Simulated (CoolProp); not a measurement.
c-C4F8 (RC318) along the isotherm 441.4 K: fugacity coefficient from the reference equation and from simpler models built on Tc = 388.4 K, pc = 27.78 bar, ω = 0.355; each cubic takes its own stable root.

Model: reference Helmholtz-energy equation of state, Platzer 1990, in CoolProp. This equation is an older, rougher fit; its heat capacities, sound speeds and derivatives of the liquid may be far off and weren't checked against measurements.

```tsv
p (bar)	phase	reference
4.34	gas	0.9676
8.68	gas	0.9356
13	gas	0.9043
17.4	gas	0.8728
21.7	gas	0.8425
26	gas	0.8127
30.4	supercritical	0.7827
34.7	supercritical	0.7538
39.1	supercritical	0.7249
43.4	supercritical	0.6973
47.7	supercritical	0.6707
52.1	supercritical	0.6446
56.4	supercritical	0.6207
60.8	supercritical	0.5981
65.1	supercritical	0.5779
69.4	supercritical	0.5596
```

Q: How far does each simpler model (van der Waals, Redlich-Kwong, Soave-Redlich-Kwong, Peng-Robinson) lie from the reference over these 16 states: mean and median of the absolute difference, and the worst?

A: 
- van der Waals: mean 3.3 %, median 3.1 %, worst -6.4 % at 441.4 K and 60.8 bar
- Redlich-Kwong: mean 3.6 %, median 3.7 %, worst -5.9 % at 441.4 K and 69.4 bar
- Soave-Redlich-Kwong: mean 0.9 %, median 0.5 %, worst +3.1 % at 441.4 K and 69.4 bar
- Peng-Robinson: mean 2.7 %, median 3.1 %, worst -3.6 % at 441.4 K and 47.7 bar
